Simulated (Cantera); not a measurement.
Charge: 1 mol MgO, 7.8 mol NF3, 2 mol O2, equilibrated at 1973 K and 1330 Pa.

These are equilibrium values from Cantera (NASA tables, ideal gas, pure condensed phases), not measurements of a reactor. Candidate condensed phases: Mg, MgF2, MgO; 24 gas species. The numbers say what is thermodynamically allowed, not how fast it happens.

Base state: F 0.742, N2 0.134, O2 0.0851, MgF2 0.0347, NO 0.00187, O 0.00137, F2 3.93e-5, FO 1.21e-5 (mole fractions); condensed: gas only.

Task: What changes in the equilibrium state with this change: O2 from 2 to 6.1 mol?

Result: 
```json
[
 {"species": "F", "before": "0.742", "after": "0.650"},
 {"species": "O2", "before": "0.0851", "after": "0.198"},
 {"species": "N2", "before": "0.134", "after": "0.117"},
 {"species": "MgF2", "before": "0.0347", "after": "0.0304"},
 {"species": "O", "before": "0.00137", "after": "0.00209"},
 {"species": "NO", "before": "0.00187", "after": "0.00266"},
 {"species": "FO", "before": "1.21e-5", "after": "1.61e-5"},
 {"species": "F2", "before": "3.93e-5", "after": "3.01e-5"}
]
```

Task: What changes in the equilibrium state with this change: temperature from 1973 K to 1573 K?

Result: 
```tsv
species	before	after
F	0.742	0.758
N2	0.134	0.138
O2	0.0851	0.0884
MgF2	0.0347	0.0147
O	0.00137	2.69e-5
F2	3.93e-5	0.000553
NO	0.00187	0.000467
MgF2(l), mol	0	0.585
```
